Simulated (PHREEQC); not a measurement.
**Acid rinse or clean (model solution)**

Make-up at 25 °C: 0.022 mol/kgw HF, 0.011 mol/kgw CaCl2 and 0.0066 mol/kgw KCl. Closed to the air; pH follows from the charge balance.

Computed with PHREEQC (ion-association model, phreeqc.dat).

The pH is 2.44. The ionic strength is 0.0438 mol/kgw and the specific conductance is 4830 µS/cm. The total alkalinity is -22.0 meq/kg.

```json
[
 {"species": "Cl-", "molality": "0.0286", "activity": "0.0235", "log γ": "-0.085"},
 {"species": "HF", "molality": "0.0175", "activity": "0.0177", "log γ": "0.004"},
 {"species": "Ca+2", "molality": "0.0110", "activity": "0.00538", "log γ": "-0.311"},
 {"species": "K+", "molality": "0.00660", "activity": "0.00542", "log γ": "-0.085"},
 {"species": "H+", "molality": "0.00423", "activity": "0.00363", "log γ": "-0.066"},
 {"species": "F-", "molality": "0.00396", "activity": "0.00325", "log γ": "-0.086"},
 {"species": "HF2-", "molality": "0.000266", "activity": "0.000220", "log γ": "-0.082"}
]
```

No solid was allowed to form. Saturation is exceeded, for instance for Fluorite; the values hold only as long as no solid forms.
